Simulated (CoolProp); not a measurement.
Dimethyl carbonate at 413.98 K and 0.159 MPa is compressed adiabatically to 1.08 MPa with isentropic efficiency 0.9. Each further row changes one setting.

Computed with CoolProp (reference Helmholtz-energy equation of state, Zhou 2011).

| case | work (kJ/kg) | final temperature (K) | final density (kg/m³) |
|---|---|---|---|
| as stated | 80.4 | … | … |
| efficiency 1 | … | … | … |
| efficiency 0.65 | … | 494.2 | 27.0 |

Task: Complete the blanks.

Result: 
- as stated, final temperature (K): 476.6
- as stated, final density (kg/m³): 28.6
- efficiency 1, work (kJ/kg): 72.3
- efficiency 1, final temperature (K): 472.0
- efficiency 1, final density (kg/m³): 29.1
- efficiency 0.65, work (kJ/kg): 111
